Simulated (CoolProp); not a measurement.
Model: reference Helmholtz-energy equation of state, Span 1996, in CoolProp.

**Question.** For carbon dioxide, give the phase and the cp (kJ/(kg K)), isothermal compressibility (1/MPa) at 289.1 K and 23.9 bar; 330.9 K and 23.9 bar; 344.9 K and 23.9 bar.

**Answer.** 
- 289.1 K and 23.9 bar: gas; cp 1.11, isothermal compressibility 0.501
- 330.9 K and 23.9 bar: gas; cp 1.02, isothermal compressibility 0.461
- 344.9 K and 23.9 bar: gas; cp 1.01, isothermal compressibility 0.454
